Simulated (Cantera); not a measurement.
Feed: 1 mol C2H6, 71 mol H2, 0.59 mol O2, equilibrated at 1523 K and 0.133 bar.

Cantera equilibrium calculation (NASA polynomials, part measured and part estimated; ideal gas, pure solids and liquids). The numbers say what is thermodynamically allowed, not how fast it happens.

| species | before | after |
|---|---|---|
| H2 | 0.984 | 0.984 |
| CO | 0.0157 | 0.0157 |
| CH4 | 0.000297 | 0.000297 |
| C2H2 (acetylene) | 1.16e-5 | 1.16e-5 |
| H | 6.28e-5 | 6.28e-5 |
| C(graphite), mol | 0.796 | 1.80 |
Gas species are given as mole fractions.

What was changed between the two runs?
A. temperature from 1523 K to 2298 K
B. temperature from 1523 K to 2348 K
C. C2H6 replaced by C3H6
D. C2H6 replaced by acetone

C, C2H6 replaced by C3H6
